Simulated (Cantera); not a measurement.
Charge: 1 mol SiCl₄, 6 mol O₃, 7 mol H₂, equilibrated at 1173.15 K and 30.0 Pa.

Method: chemical equilibrium by Gibbs-energy minimisation in Cantera with the NASA 1993 tables (ideal gas, pure condensed phases). Candidate condensed phases: H₂O, Si, SiO₂; 30 gas species. The tables hold silica as quartz up to 1696 K and as liquid above; real silica turns to tridymite and cristobalite and melts near 1996 K. Kinetics and transport are ignored.

Q: What is the equilibrium state?

A: 
```json
{
  "x(O₂)": "0.378",
  "x(H₂O)": "0.347",
  "x(HCl)": "0.272",
  "x(Cl)": "0.00336",
  "x(Cl₂)": "0.000268",
  "x(OH)": "3.38e-5",
  "x(ClO)": "1.48e-6",
  "n(SiO₂(β-quartz))": "1.00 mol",
  "gas_amount": "14.51 mol",
  "log10 activity of Si(s) (absent)": "-27.22"
}
```
